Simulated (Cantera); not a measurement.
Input: 1 mol C3H6, 0.61 mol H2O, 1.3 mol N2, at 0.133 bar.

Method: chemical equilibrium by Gibbs-energy minimisation in Cantera with the NASA 1993 tables (ideal gas, pure condensed phases). Candidate condensed phases: C, C6H6, C7H8, C8H18, H2O; 136 gas species. The numbers say what is thermodynamically allowed, not how fast it happens.

x: gas mole fraction; n: condensed amount in mol.

| T (K) | x H2 | x N2 | x CO | x H | x H2O | x CH4 | x HCN | x CO2 | n C(graphite) |
|---|---|---|---|---|---|---|---|---|---|
| 825 | 0.590 | 0.260 | 0.0475 | 1.67e-11 | 0.0472 | 0.0420 | 6.75e-8 | 0.0136 | 2.48 |
| 1025 | 0.648 | 0.237 | 0.108 | 9.60e-9 | 0.00247 | 0.00411 | 3.01e-6 | 0.000533 | 2.38 |
| 1225 | 0.653 | 0.236 | 0.110 | 6.90e-7 | 0.000189 | 0.000746 | 3.83e-5 | 2.18e-5 | 2.39 |
| 1425 | 0.654 | 0.235 | 0.111 | 1.51e-5 | 2.92e-5 | 0.000215 | 0.000238 | 2.17e-6 | 2.39 |
| 1625 | 0.653 | 0.235 | 0.111 | 0.000156 | 7.20e-6 | 8.37e-5 | 0.000934 | 3.92e-7 | 2.38 |
| 1825 | 0.652 | 0.234 | 0.110 | ___ | ___ | ___ | ___ | ___ | 2.37 |
| 2025 | 0.647 | 0.232 | 0.110 | 0.00424 | 1.01e-6 | 2.22e-5 | 0.00629 | 3.68e-8 | 2.35 |
| 2225 | 0.634 | 0.227 | 0.110 | 0.0141 | 4.88e-7 | 1.33e-5 | 0.0124 | 1.57e-8 | 2.29 |
| 2425 | 0.606 | 0.219 | 0.108 | ___ | ___ | ___ | ___ | ___ | 2.20 |
| 2625 | 0.554 | 0.207 | 0.106 | 0.0865 | 1.41e-7 | 5.07e-6 | 0.0323 | 4.13e-9 | 2.06 |

Task: Fill in the missing entries.

Result: 
- 2425, x H: 0.0382
- 2425, x H2O: 2.58e-7
- 2425, x CH4: 8.32e-6
- 2425, x HCN: 0.0213
- 2425, x CO2: 7.71e-9
- 1825, x H: 0.000974
- 1825, x H2O: 2.42e-6
- 1825, x CH4: 4.01e-5
- 1825, x HCN: 0.00270
- 1825, x CO2: 1.05e-7
